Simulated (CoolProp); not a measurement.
A single-stage vapour-compression cycle with propane: evaporating at 193.15 K (dew point), condensing at 248.15 K (bubble point), superheat 10 K, subcooling 5 K, compressor efficiency 0.6, no pressure losses. Each further row changes one setting.

Model: reference Helmholtz-energy equation of state, Lemmon 2009, in CoolProp.

| case | cooling COP | pressure ratio | discharge temperature (K) | refrigerating effect (kJ/kg) | volumetric capacity (kJ/m³) |
|---|---|---|---|---|---|
| as stated | 1.74 | 15.6 | 340.1 | 365 | 125 |
| evaporating temperature 198.15 K | 2.01 | 11.3 | 330.0 | 371 | 172 |
| condensing temperature 243.15 K | 1.96 | 12.9 | 330.6 | 377 | 129 |
| subcooling 10 K | 1.80 | 15.6 | 340.1 | 377 | 129 |
| superheat 20 K | 1.73 | 15.6 | 352.0 | 378 | 124 |
| compressor efficiency 0.5 | 1.45 | 15.6 | 361.8 | 365 | 125 |
